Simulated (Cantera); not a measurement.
A perfectly stirred reactor is fed with CH4 : N2 = 1 : 47 (molar parts), at 0.133 bar; it is held at 1600 K, and followed from long to short residence time.

Detailed kinetics in Cantera: GRI-Mech 3.0 (53 species, 325 reactions). GRI-Mech 3.0 stops at C3 and has no aromatics, soot or wall deposition, so with more carbon than oxygen in the feed, carbon stays in small species such as C2H2 where larger ones or solid carbon would form.

Q: Predict: x(CH4) at τ = 0.770 s; x(HCN) at τ = 0.770 s; x(CH2) at τ = 0.770 s; x(H2) at τ = 0.770 s; x(H) at τ = 0.770 s; x(CH4) at τ = 34.0 ms; x(HCN) at τ = 34.0 ms; x(CH2) at τ = 34.0 ms; x(H2) at τ = 34.0 ms; x(H) at τ = 34.0 ms.

A: 
```json
{
 "x(CH4) at τ = 0.770 s": "0.00842",
 "x(HCN) at τ = 0.770 s": "6.07e-7",
 "x(CH2) at τ = 0.770 s": "6.47e-8",
 "x(H2) at τ = 0.770 s": "0.0180",
 "x(H) at τ = 0.770 s": "1.25e-5",
 "x(CH4) at τ = 34.0 ms": "0.0191",
 "x(HCN) at τ = 34.0 ms": "4.95e-9",
 "x(CH2) at τ = 34.0 ms": "7.83e-8",
 "x(H2) at τ = 34.0 ms": "0.00195",
 "x(H) at τ = 34.0 ms": "1.74e-6"
}
```
